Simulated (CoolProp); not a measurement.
Saturation properties of sulfur hexafluoride.

Values from CoolProp's reference Helmholtz-energy equation of state, Guder 2009.

```
T (°C)  p (MPa)  surface tension (mN/m)  vapour viscosity (µPa s)  liquid conductivity (mW/(m K))
------  -------  ----------------------  ------------------------  ------------------------------
-44.55   0.2849                     [?]                       [?]                            75.1
-41.25      [?]                    10.3                      12.4                            74.3
-38.05   0.3671                     [?]                      12.5                            73.4
-34.75   0.4152                    9.30                       [?]                            72.5
-31.45   0.4677                    8.82                      12.9                            71.5
-28.15   0.5252                    8.34                      13.1                            70.6
-24.85      [?]                     [?]                      13.3                            69.6
-21.55   0.6556                     [?]                      13.5                            68.6
-18.25   0.7291                    6.94                      13.7                            67.6
-14.95   0.8087                    6.48                      13.9                            66.5
```

Problem. What belongs in the gaps?

Solution. 
- -44.55, surface tension (mN/m): 10.8
- -44.55, vapour viscosity (µPa s): 12.2
- -41.25, p (MPa): 0.3247
- -38.05, surface tension (mN/m): 9.79
- -34.75, vapour viscosity (µPa s): 12.7
- -24.85, p (MPa): 0.5877
- -24.85, surface tension (mN/m): 7.87
- -21.55, surface tension (mN/m): 7.40

Viscosity comes from a separate model (Quiñones-Cisneros 2012). Thermal conductivity comes from a separate model (Assael 2012). Surface tension comes from a separate correlation (Mulero 2012).
